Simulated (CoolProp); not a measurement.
Saturation properties of R1336mzz(E).

Model: reference Helmholtz-energy equation of state, Akasaka 2023, in CoolProp.

```tsv
T (K)	p (MPa)	liquid density (kg/m³)	vapour density (kg/m³)	liquid cp (kJ/(kg K))
228.1	0.006226	1512	0.5418	1.184
234.2	0.009323	1497	0.7920	1.187
240.3	0.01360	1482	1.129	1.190
246.4	0.01939	1467	1.575	1.194
252.5	0.02705	1452	2.153	1.198
258.6	0.03699	1436	2.890	1.202
264.7	0.04970	1420	3.815	1.207
270.8	0.06567	1404	4.962	1.213
276.9	0.08548	1387	6.366	1.218
283	0.1097	1370	8.068	1.225
289.1	0.1391	1353	10.11	1.232
295.2	0.1742	1334	12.55	1.240
301.3	0.2158	1316	15.43	1.248
307.4	0.2647	1297	18.83	1.258
313.5	0.3216	1276	22.80	1.268
```

It boils at 281.0 K under 1 atm.
